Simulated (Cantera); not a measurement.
Feed: 1 mol Al, 0.75 mol HCl, 13 mol N2, 4.1 mol N2O, equilibrated at 10.0 mbar.

These are equilibrium values from Cantera (NASA tables, ideal gas, pure condensed phases), not measurements of a reactor. Candidate condensed phases: Al, AlCl3, AlN, Al2O3, H2O, NH4Cl; 45 gas species. Rates play no part.

At 1225 K, list the 6 most abundant gas species with their mole fractions, and the condensed phases.

N2 0.893, O2 0.0667, HCl 0.0346, H2O 0.00230, Cl 0.00214, Cl2 0.00123. Condensed: Al2O3(s).
